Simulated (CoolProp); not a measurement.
Computed with CoolProp (reference Helmholtz-energy equation of state, Lemmon 2006). It is a short technical equation, of lower accuracy than the large ones.

For carbon monoxide, give the phase and the speed of sound (m/s) at 268.8 K and 693 kPa.


- 268.8 K and 693 kPa: gas; speed of sound 335
